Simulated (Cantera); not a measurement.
Input: 1 mol TiCl4, 4.1 mol CH4, held at 977 °C and 67.0 mbar.

Equilibrium computed with Cantera from the NASA thermochemical tables; the gas is ideal and each condensed phase is pure. Candidate condensed phases: C, C6H6, C7H8, C8H18, Ti, TiC, TiCl2, TiCl3, TiCl4; 96 gas species. TiC: taken at fixed stoichiometry. Rates play no part.

Base state: H2 0.685, HCl 0.281, TiCl4 0.0224, TiCl3 0.0109, CH4 0.000346 (mole fractions); condensed: C(graphite) + TiC(s).

Problem. What changes in the equilibrium state with this change: CH4 from 4.1 to 0.1 mol?

Solution. 
```json
[
 {"species": "TiCl4", "before": "0.0224", "after": "0.620"},
 {"species": "HCl", "before": "0.281", "after": "0.189"},
 {"species": "TiCl3", "before": "0.0109", "after": "0.132"},
 {"species": "H2", "before": "0.685", "after": "0.0589"},
 {"species": "CH4", "before": "0.000346", "after": "2.55e-6"},
 {"species": "TiCl2", "before": "2.99e-6", "after": "1.58e-5"},
 {"species": "C(graphite), mol", "before": "3.43", "after": "0.0814"},
 {"species": "TiC(s), mol", "before": "0.669", "after": "0.0186"}
]
```
The tables' values for TiCl2 are old estimates; treat these amounts as uncertain.
